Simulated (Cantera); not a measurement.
Feed: 1 mol Si3N4, 0.48 mol O2, 6.2 mol N2, at 875 K and 10000 Pa.

Cantera equilibrium calculation (NASA polynomials, part measured and part estimated; ideal gas, pure solids and liquids). Candidate condensed phases: Si, SiO2, Si2N2O, Si3N4; 16 gas species. Equilibrium is a limit: real reactors are often held back by kinetics, nucleation or transport.

Base state: N2 1.00 (mole fractions); condensed: Si2N2O(s) + Si3N4(s).

### Question
What changes in the equilibrium state with this change: 1.3 mol HF added?

### Answer
| species | before | after |
|---|---|---|
| N2 | 1.00 | 0.874 |
| H2 | 0 | 0.0842 |
| SiF4 | 0 | 0.0421 |
| HF | 0 | 6.55e-5 |
| SiHF3 | 0 | 1.12e-5 |
| Si2N2O(s), mol | 0.960 | 0.960 |
| Si3N4(s), mol | 0.360 | 0.252 |
Further candidate phases: H2O.
